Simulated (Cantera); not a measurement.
Input (Python, Cantera):

```python
import numpy as np
import cantera as ct

surf = ct.Interface("diamond.yaml", "diamond_100")
gas, bulk = surf.adjacent["gas"], surf.adjacent["diamond"]
k = surf.kinetics_species_index(bulk.species_names[0])
cover = ["c6HH", "c6H*", "c6*H", "c6**", "c6HM", "c6B"]

rows, drift = [], 0.0
print(f"{'xH':>10s}{'um/h':>11s}" + "".join(f"{s:>11s}" for s in cover))
for v in [0.0001, 0.00022, 0.00049, 0.0011, 0.0024, 0.0053, 0.012, 0.026, 0.058]:
    T, P, xH, xCH3 = 1400, 1600, v, 1e-05
    gas.TPX = T, P, {"H": xH, "CH3": xCH3, "CH4": 0.0032, "H2": 1 - xH - xCH3 - 0.0032}
    surf.TP = bulk.TP = T, P
    surf.coverages = "c6H*:0.1, c6HH:0.9"
    surf.advance_coverages(100.0)
    before = surf.coverages
    surf.advance_coverages(100.0)
    drift = max(drift, np.max(np.abs(surf.coverages - before) / (surf.coverages + 1e-9)))
    rate = surf.net_production_rates[k] * bulk.mean_molecular_weight / bulk.density * 3.6e9
    rows.append([rate, *surf[cover].coverages])
    print(f"{v:10.4g}{rate:11.4e}" + "".join(f"{x:11.3e}" for x in rows[-1][1:]))
```

Result:

```
        xH       um/h       c6HH       c6H*       c6*H       c6**       c6HM        c6B
    0.0001 4.6206e-05  7.067e-01  2.857e-02  2.615e-01  3.234e-03  3.650e-07  1.254e-13
   0.00022 2.7318e-04  5.807e-01  4.042e-02  3.700e-01  8.931e-03  5.192e-07  7.413e-13
   0.00049 1.2761e-03  4.726e-01  4.998e-02  4.575e-01  1.982e-02  6.550e-07  3.463e-12
    0.0011 4.4438e-03  4.007e-01  5.562e-02  5.091e-01  3.453e-02  7.701e-07  1.206e-11
    0.0024 1.0935e-02  3.617e-01  5.815e-02  5.322e-01  4.793e-02  8.899e-07  2.967e-11
    0.0053 2.0577e-02  3.412e-01  5.923e-02  5.420e-01  5.756e-02  1.029e-06  5.584e-11
     0.012 3.1204e-02  3.311e-01  5.969e-02  5.460e-01  6.323e-02  1.157e-06  8.467e-11
     0.026 4.0501e-02  3.266e-01  5.990e-02  5.475e-01  6.597e-02  1.231e-06  1.099e-10
     0.058 5.1003e-02  3.245e-01  6.008e-02  5.481e-01  6.737e-02  1.248e-06  1.384e-10
```

Detailed kinetics in Cantera: the Harris–Goodwin 1993 mechanism for the reconstructed diamond (100) surface.
